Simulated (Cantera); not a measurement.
Feed: 1 mol Ti(OiPr)4, 0.48 mol C3H8, at 0.300 Torr.

Equilibrium computed with Cantera from the NASA thermochemical tables; the gas is ideal and each condensed phase is pure. Candidate condensed phases: C, C6H6, C7H8, C8H18, H2O, Ti, TiC, TiO, TiO2, Ti2O3, Ti3O5, Ti4O7; 113 gas species. The feed counts by its element totals alone. TiC: taken at fixed stoichiometry. Rates play no part. All values below are at 1198 K.

Base state: H2 0.799, CO 0.201 (mole fractions); condensed: C(graphite) + TiC(s).

Q: What changes in the equilibrium state with this change: Ti(OiPr)4 replaced by TiCl4?

A: 
| species | before | after |
|---|---|---|
| HCl | 0 | 0.633 |
| H2 | 0.799 | 0.226 |
| TiCl4 | 0 | 0.0725 |
| CO | 0.201 | 0 |
| TiCl3 | 0 | 0.0689 |
| TiCl2 | 0 | 2.66e-5 |
| Cl | 0 | 1.10e-5 |
| C(graphite), mol | 8.44 | 0.941 |
| TiC(s), mol | 1.00 | 0.499 |
The tables' values for TiCl2 are old estimates; treat these amounts as uncertain. Further candidate phases: TiCl2, TiCl3, TiCl4.
